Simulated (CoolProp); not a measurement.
Properties of toluene along the isobar 566 kPa (Tc = 591.7 K, pc = 4126 kPa, ω = 0.266).

The numbers come from the reference Helmholtz-energy equation of state, Lemmon 2006 in CoolProp. It is a short technical equation, of lower accuracy than the large ones.

```csv
T (K),phase,density (kg/m³),cp (kJ/(kg K)),cv (kJ/(kg K)),speed of sound (m/s),Joule-Thomson coefficient (K/MPa),fugacity coefficient
555.1,gas,12.09,2.063,1.941,215.4,9.913,0.9384
561,gas,11.93,2.077,1.956,217.0,9.551,0.9405
566.9,gas,11.78,2.091,1.971,218.6,9.210,0.9425
572.8,gas,11.63,2.105,1.986,220.1,8.887,0.9445
578.7,gas,11.48,2.118,2.001,221.7,8.582,0.9463
584.6,gas,11.34,2.132,2.016,223.2,8.293,0.9481
590.5,gas,11.21,2.145,2.030,224.7,8.019,0.9498
596.4,gas,11.08,2.159,2.045,226.1,7.759,0.9514
602.3,gas,10.95,2.172,2.059,227.6,7.512,0.9529
608.2,gas,10.82,2.186,2.073,229.0,7.278,0.9544
614.1,gas,10.70,2.199,2.087,230.4,7.054,0.9559
620,gas,10.58,2.212,2.101,231.8,6.841,0.9572
```
